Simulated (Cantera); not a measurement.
A closed system holds: 1 mol C3H8, 0.018 mol O2, 23 mol H2, 0.69 mol NH3, equilibrated at 0.100 bar.

Cantera equilibrium calculation (NASA polynomials, part measured and part estimated; ideal gas, pure solids and liquids). Candidate condensed phases: C, C6H6, C7H8, C8H18, H2O; 169 gas species. Ions and electrons are included (thermal ionisation). Equilibrium is a limit: real reactors are often held back by kinetics, nucleation or transport.

Q: At 3000 K, list the 4 most abundant gas species with their mole fractions, and the condensed phases.

A: H2 0.571, H 0.377, C2H2 (acetylene) 0.0281, HCN 0.00878. Condensed: gas only.
